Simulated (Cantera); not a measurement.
A closed system holds: 1 mol CH3F, 0.015 mol HCl, equilibrated at 0.00133 bar.

These are equilibrium values from Cantera (NASA tables, ideal gas, pure condensed phases), not measurements of a reactor. Candidate condensed phases: C, C6H6, C7H8, C8H18; 118 gas species. Equilibrium is a limit: real reactors are often held back by kinetics, nucleation or transport.

Q: Which condensed phases are stable at each of these points (T (K)): 2325, 2475, 2625, 2775, 2925, 3075, 3225, 3375?

A: 
| T (K) | condensed phases | C condensed (%) |
|---|---|---|
| 2325 | C(graphite) | 99.2 |
| 2475 | C(graphite) | 98.5 |
| 2625 | C(graphite) | 95.9 |
| 2775 | C(graphite) | 79.8 |
| 2925 | gas only | 0.0 |
| 3075 | gas only | 0.0 |
| 3225 | gas only | 0.0 |
| 3375 | gas only | 0.0 |

From 2325 K to 2775 K the condensed part is C(graphite). From 2925 K to 3375 K nothing is condensed.
